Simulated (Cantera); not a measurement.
**Equilibrium for silicon oxide and oxynitride deposition: TEOS + O2 + H2 + N2O**

Input: 1 mol TEOS, 15 mol O2, a varied amount of H2, 3.9 mol N2O, at 1398.15 K and 1.70 mbar.

Method: chemical equilibrium by Gibbs-energy minimisation in Cantera with the NASA 1993 tables (ideal gas, pure condensed phases). Candidate condensed phases: C, C6H6, C7H8, C8H18, H2O, Si, SiC, SiO2, Si2N2O, Si3N4; 151 gas species. The feed counts by its element totals alone. The tables hold silica as quartz up to 1696 K and as liquid above; real silica turns to tridymite and cristobalite and melts near 1996 K. Kinetics and transport are ignored.

From 0.27 mol H2 to 15 mol H2 the condensed part is SiO2(β-quartz).

| n(H2) (mol) | x H2O | x CO2 | x O2 | x N2 | x H2 | x CO | n SiO2(β-quartz) |
|---|---|---|---|---|---|---|---|
| 0.27 | 0.380 | 0.296 | 0.178 | 0.144 | 9.60e-6 | 1.62e-5 | 1.00 |
| 0.44 | 0.385 | 0.295 | 0.175 | 0.144 | 9.83e-6 | 1.63e-5 | 1.00 |
| 0.72 | 0.394 | 0.294 | 0.168 | 0.143 | 1.02e-5 | 1.65e-5 | 1.00 |
| 1.2 | 0.408 | 0.291 | 0.158 | 0.142 | 1.09e-5 | 1.69e-5 | 1.00 |
| 2 | 0.431 | 0.287 | 0.142 | 0.140 | 1.22e-5 | 1.76e-5 | 1.00 |
| 3.3 | 0.466 | 0.281 | 0.116 | 0.137 | 1.46e-5 | 1.90e-5 | 1.00 |
| 5.4 | 0.521 | 0.271 | 0.0760 | 0.132 | 2.01e-5 | 2.26e-5 | 1.00 |
| 8.8 | 0.601 | 0.256 | 0.0176 | 0.125 | 4.83e-5 | 4.45e-5 | 1.00 |
| 15 | 0.591 | 0.165 | 5.34e-9 | 0.106 | 0.0862 | 0.0520 | 1.00 |
x: gas mole fraction; n: condensed amount in mol.
